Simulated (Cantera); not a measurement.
A perfectly stirred reactor is fed with 17.6 % H₂, 17.3 % O₂, 65.0 % N₂, 0.113 % H₂O, equivalence ratio 0.51, at 1.00 bar; it is adiabatic with a 500 K inlet, and is followed from long to short residence time, starting on the burning branch (τ in s: 0.035, 0.015, 0.0062, 0.0026, 0.0011, 0.00046, 0.00019, 8.1e-05, 3.4e-05).

Computed with Cantera and GRI-Mech 3.0 (53 species, 325 reactions).

x: mole fraction; the columns are a selection and need not sum to one.

```json
[
 {"τ (s)": "0.035", "T (K)": "1819", "x H₂": "0.000377", "x O₂": "0.0921", "x HO₂": "3.00e-6", "x OH": "0.00239", "x NO": "[?]", "x H₂O": "0.193", "x O": "0.000337"},
 {"τ (s)": "0.015", "T (K)": "1812", "x H₂": "0.000655", "x O₂": "0.0919", "x HO₂": "4.76e-6", "x OH": "0.00311", "x NO": "[?]", "x H₂O": "0.192", "x O": "0.000585"},
 {"τ (s)": "0.0062", "T (K)": "1799", "x H₂": "0.00116", "x O₂": "0.0916", "x HO₂": "7.83e-6", "x OH": "0.00406", "x NO": "[?]", "x H₂O": "0.191", "x O": "0.00104"},
 {"τ (s)": "0.0026", "T (K)": "1780", "x H₂": "0.00202", "x O₂": "0.0914", "x HO₂": "1.26e-5", "x OH": "0.00518", "x NO": "1.20e-5", "x H₂O": "0.189", "x O": "0.00180"},
 {"τ (s)": "0.0011", "T (K)": "1749", "x H₂": "0.00341", "x O₂": "0.0912", "x HO₂": "1.95e-5", "x OH": "0.00638", "x NO": "1.17e-5", "x H₂O": "0.186", "x O": "0.00302"},
 {"τ (s)": "0.00046", "T (K)": "1699", "x H₂": "0.00561", "x O₂": "0.0912", "x HO₂": "2.87e-5", "x OH": "0.00746", "x NO": "1.25e-5", "x H₂O": "0.181", "x O": "0.00484"},
 {"τ (s)": "0.00019", "T (K)": "1622", "x H₂": "0.00904", "x O₂": "0.0920", "x HO₂": "4.03e-5", "x OH": "0.00803", "x NO": "1.32e-5", "x H₂O": "0.175", "x O": "0.00718"},
 {"τ (s)": "8.1e-5", "T (K)": "1517", "x H₂": "0.0145", "x O₂": "0.0945", "x HO₂": "5.42e-5", "x OH": "0.00771", "x NO": "[?]", "x H₂O": "0.165", "x O": "0.00921"},
 {"τ (s)": "3.4e-5", "T (K)": "1366", "x H₂": "0.0283", "x O₂": "0.102", "x HO₂": "7.59e-5", "x OH": "0.00617", "x NO": "[?]", "x H₂O": "0.147", "x O": "0.00899"}
]
```

Task: Complete the blanks.

Result: 
- 0.035, x NO: 2.01e-5
- 0.015, x NO: 1.69e-5
- 0.0062, x NO: 1.39e-5
- 8.1e-5, x NO: 1.14e-5
- 3.4e-5, x NO: 6.05e-6
